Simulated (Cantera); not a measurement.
An adiabatic, constant-volume homogeneous reactor starts with C₃H₈ : O₂ : N₂ = 1 : 2.17 : 8.17 (molar parts), at 1673 K and 0.240 bar. Integrator tolerance rtol = 1e-08.

Model: GRI-Mech 3.0 (53 species, 325 reactions), integrated in Cantera. GRI-Mech 3.0 was tuned for natural gas; its chemistry of propane as a main component is partial and can be far from experiment.

Q: What does this change do: initial temperature 1673 to 1225 K?

A: 
| quantity | before | after |
|---|---|---|
| time of steepest temperature rise | 78.3 µs | 6.85 ms |
| temperature at 0.300 s | 2729 K | 2484 K |
| equilibrium temperature | 2729 K | 2484 K |
| x(C₃H₈) at 0.300 s | <1e-12 (gas-phase equilibrium <1e-12) | <1e-12 (gas-phase equilibrium <1e-12) |
| x(O₂) at 0.300 s | 8.87e-5 (gas-phase equilibrium 8.87e-5) | 7.87e-6 (gas-phase equilibrium 7.87e-6) |
| x(CO₂) at 0.300 s | 0.0112 (gas-phase equilibrium 0.0112) | 0.0123 (gas-phase equilibrium 0.0123) |
| x(H) at 0.300 s | 0.0357 (gas-phase equilibrium 0.0357) | 0.0124 (gas-phase equilibrium 0.0124) |
| x(CH₄) at 0.300 s | 4.94e-12 (gas-phase equilibrium 5.44e-12) | 2.18e-11 (gas-phase equilibrium 2.42e-11) |
| x(C₂H₂) at 0.300 s | <1e-12 (gas-phase equilibrium <1e-12) | <1e-12 (gas-phase equilibrium <1e-12) |
| x(OH) at 0.300 s | 0.00391 (gas-phase equilibrium 0.00391) | 0.00103 (gas-phase equilibrium 0.00103) |
